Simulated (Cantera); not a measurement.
What does this Cantera script print?

```python
import numpy as np
import cantera as ct

gas_names = """
    C CH CH2 CH3 CH4 C2 C2H C2H2,acetylene C2H2,vinylidene C2H3,vinyl C2H4 C2H5 C2H6 C3 C3H3,propargyl
    C3H4,allene C3H4,propyne C3H4,cyclo- C3H5,allyl C3H6,propylene C3H6,cyclo- C3H7,n-propyl
    C3H7,i-propyl C3H8 C4 C4H2 C4H4,1,3-cyclo- C4H6,butadiene C4H6,2-butyne C4H6,cyclo- C4H8,1-butene
    C4H8,cis2-buten C4H8,tr2-butene C4H8,isobutene C4H8,cyclo- C4H9,n-butyl C4H9,i-butyl C4H9,s-butyl
    C4H9,t-butyl C4H10,isobutane C4H10,n-butane C5 C5H6,1,3cyclo- C5H8,cyclo- C5H10,1-pentene
    C5H10,cyclo- C5H11,pentyl C5H11,t-pentyl C5H12,n-pentane C5H12,i-pentane CH3C(CH3)2CH3 C6H2
    C6H5,phenyl C6H6 C6H10,cyclo- C6H12,1-hexene C6H12,cyclo- C6H13,n-hexyl C7H7,benzyl C7H8
    C7H14,1-heptene C7H15,n-heptyl C7H16,n-heptane C8H8,styrene C8H10,ethylbenz C8H16,1-octene
    C8H17,n-octyl C8H18,isooctane C8H18,n-octane C9H19,n-nonyl C10H8,naphthale C10H21,n-decyl
    C12H9,o-bipheny C12H10,bipheny H H2 Si SiC SiC2 SiC4H12 SiH SiH2 SiH3 SiH4 Si2 Si2C Si3
""".split()
cond_names = """
    C(gr) C6H6(L) C7H8(L) C8H18(L),n-octa Si(cr) Si(L) SiC(b)
""".split()


def load(file, names, dense=False):
    # The tables refer to 1 bar. Condensed volumes are neglected.
    table = {s.name: s for s in ct.Species.list_from_file(file)}
    out = []
    for n in names:
        d = dict(table[n].input_data)
        d["thermo"] = dict(d["thermo"], **{"reference-pressure": 1e5})
        if dense:
            d["equation-of-state"] = {"model": "constant-volume", "density": "1e6 g/cm^3"}
        out.append(ct.Species.from_dict(d))
    return out


gas = ct.Solution(thermo="ideal-gas", species=load("nasa_gas.yaml", gas_names))
cond = {s.name: ct.Solution(thermo="fixed-stoichiometry", species=[s], name=s.name)
        for s in load("nasa_condensed.yaml", cond_names, dense=True)}
atoms = {
    'CH3SiH3': {'C': 1, 'H': 6, 'Si': 1},
    'H2': {'H': 2},
}
top_T = {'C(gr)': 4500, 'SiC(b)': 3050}  # K; cautious upper limits of use, not melting points


def equilibrate(T, P, feed):
    n = {}
    for name, mol in feed.items():
        for a, k in atoms[name].items():
            n[a] = n.get(a, 0.0) + k * mol
    gas.TPX = T, P, n
    mass = sum(n.values()) * gas.mean_molecular_weight
    gas.equilibrate("TP")
    valid = [c for c in cond.values() if c.min_temp <= T <= top_T.get(c.name, c.max_temp)]
    mix = ct.Mixture([(gas, mass / gas.mean_molecular_weight)] + [(c, 0.0) for c in valid])
    mix.T, mix.P = T, P
    mix.equilibrate("TP", solver="vcs", rtol=1e-11, max_steps=5000)
    return mix


results = []
feed = {'CH3SiH3': 1, 'H2': 1.8}  # mol
T = 2400  # K
P = 133.322  # Pa
mix = equilibrate(T, P, feed)
results.append((T, P, feed, dict(zip(mix.species_names, mix.species_moles))))
print(gas.report(threshold=0.0001))
for i in range(1, mix.n_phases):
    print(f"{mix.phase(i).name:16s} {mix.phase_moles(i):12.5e} mol")
```

Output:

```
       temperature   2400 K
          pressure   133.32 Pa
           density   4.1296e-05 kg/m^3
  mean mol. weight   6.1809 kg/kmol
   phase of matter   gas

                          1 kg             1 kmol
                     ---------------   ---------------
          enthalpy        3.1838e+07        1.9679e+08  J
   internal energy         2.861e+07        1.7684e+08  J
           entropy             41099        2.5403e+05  J/K
    Gibbs function       -6.6799e+07       -4.1288e+08  J
 heat capacity c_p            4885.4             30196  J/K
 heat capacity c_v            3540.2             21882  J/K

                      mass frac. Y      mole frac. X     chem. pot. / RT
                     ---------------   ---------------   ---------------
               C2H        0.00051812        0.00012795           -19.998
    C2H2,acetylene          0.015743          0.003737           -33.658
                 H          0.052016           0.31895            -13.66
                H2           0.17484           0.53604            -27.32
                Si           0.51556           0.11347            -9.556
              SiC2           0.18361           0.02178           -15.894
               SiH         0.0044184        0.00093872           -23.216
               Si2         0.0016387        0.00018033           -19.112
              Si2C           0.05068         0.0045944           -22.281
     [  +78 minor]        0.00097331        0.00018495

C(gr)             6.14325e-01 mol
Si(L)             0.00000e+00 mol
SiC(b)            0.00000e+00 mol
```

Equilibrium computed with Cantera from the NASA thermochemical tables; the gas is ideal and each condensed phase is pure. The feed counts by its element totals alone. Gases not in the tables: Si2H6 and higher silanes.
